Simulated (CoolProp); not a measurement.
Properties of dry air along the isotherm -126.15 °C.

Values from CoolProp's reference Helmholtz-energy equation of state, Lemmon 2000. It is a pseudo-pure fit of the blend.

```tsv
p (MPa)	phase	cp (kJ/(kg K))	isothermal compressibility (1/MPa)	conductivity (mW/(m K))	fugacity coefficient
0.00599	gas	1.003	167.0	13.8	0.9996
0.0113	gas	1.003	88.56	13.8	0.9993
0.0215	gas	1.004	46.58	13.8	0.9986
0.0408	gas	1.006	24.58	13.8	0.9974
0.0773	gas	1.010	13.00	13.9	0.9950
0.147	gas	1.018	6.869	13.9	0.9905
0.278	gas	1.032	3.665	14.0	0.9820
0.527	gas	1.061	1.967	14.2	0.9661
0.999	gas	1.124	1.076	14.7	0.9361
1.89	gas	1.280	0.6179	15.8	0.8805
```

Thermal conductivity comes from a separate model (Lemmon 2004).
